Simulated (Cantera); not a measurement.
A Cantera script and its output.

```python
import numpy as np
import cantera as ct

surf = ct.Interface("diamond.yaml", "diamond_100")
gas, bulk = surf.adjacent["gas"], surf.adjacent["diamond"]
k = surf.kinetics_species_index(bulk.species_names[0])
cover = ["c6HH", "c6H*", "c6*H", "c6**", "c6HM", "c6B"]

rows, drift = [], 0.0
print(f"{'T':>10s}{'um/h':>11s}" + "".join(f"{s:>11s}" for s in cover))
for v in [925, 1000, 1075, 1150, 1225, 1300, 1375]:
    T, P, xH, xCH3 = v, 25000, 0.0018, 1.3e-05
    gas.TPX = T, P, {"H": xH, "CH3": xCH3, "CH4": 0.019, "H2": 1 - xH - xCH3 - 0.019}
    surf.TP = bulk.TP = T, P
    surf.coverages = "c6H*:0.1, c6HH:0.9"
    surf.advance_coverages(100.0)
    before = surf.coverages
    surf.advance_coverages(100.0)
    drift = max(drift, np.max(np.abs(surf.coverages - before) / (surf.coverages + 1e-9)))
    rate = surf.net_production_rates[k] * bulk.mean_molecular_weight / bulk.density * 3.6e9
    rows.append([rate, *surf[cover].coverages])
    print(f"{v:10.4g}{rate:11.4e}" + "".join(f"{x:11.3e}" for x in rows[-1][1:]))
```

Result:

```
         T       um/h       c6HH       c6H*       c6*H       c6**       c6HM        c6B
       925 1.1621e+00  6.637e-01  1.221e-02  3.119e-01  5.327e-03  5.367e-03  3.153e-09
      1000 1.6565e+00  5.956e-01  1.825e-02  3.716e-01  9.348e-03  3.787e-03  4.495e-09
      1075 2.0382e+00  5.342e-01  2.519e-02  4.221e-01  1.477e-02  2.526e-03  5.531e-09
      1150 1.8873e+00  4.815e-01  3.271e-02  4.623e-01  2.131e-02  1.341e-03  5.121e-09
      1225 1.2180e+00  4.382e-01  4.042e-02  4.920e-01  2.844e-02  4.801e-04  3.305e-09
      1300 7.5226e-01  4.043e-01  4.800e-02  5.119e-01  3.545e-02  1.308e-04  2.041e-09
      1375 5.9788e-01  3.795e-01  5.522e-02  5.234e-01  4.170e-02  3.327e-05  1.622e-09
```

Detailed kinetics in Cantera: the Harris–Goodwin 1993 mechanism for the reconstructed diamond (100) surface.
